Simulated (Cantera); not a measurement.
Standard-state values (1 bar) from the NASA 1993 polynomials, evaluated with Cantera. Values are per mole of reaction as written; species without (g) are pure solids or liquids, kept so even where they would boil at 1 bar.

Sr + 2 Cl(g) ⇌ SrCl2

```tsv
T (K)	ΔH° (kJ)	ΔS° (J/K)	ΔG° (kJ)	log10 K	condensed phases
1125	-1060.0	-255.4	-772.8	35.88	Sr(l), SrCl2(s)
1175	-1042.2	-239.9	-760.4	33.80	Sr(l), SrCl2(l)
1225	-1041.1	-238.9	-748.5	31.91	Sr(l), SrCl2(l)
1275	-1039.9	-237.9	-736.5	30.17	Sr(l), SrCl2(l)
1325	…	…	…	…	Sr(l), SrCl2(l)
1375	…	…	…	…	Sr(l), SrCl2(l)
1425	-1036.3	-235.3	-701.0	25.70	Sr(l), SrCl2(l)
```

### Question
What belongs in the gaps?

### Answer

- 1325, ΔH° (kJ): -1038.7
- 1325, ΔS° (J/K): -237.0
- 1325, ΔG° (kJ): -724.7
- 1325, log10 K: 28.57
- 1375, ΔH° (kJ): -1037.5
- 1375, ΔS° (J/K): -236.1
- 1375, ΔG° (kJ): -712.8
- 1375, log10 K: 27.08
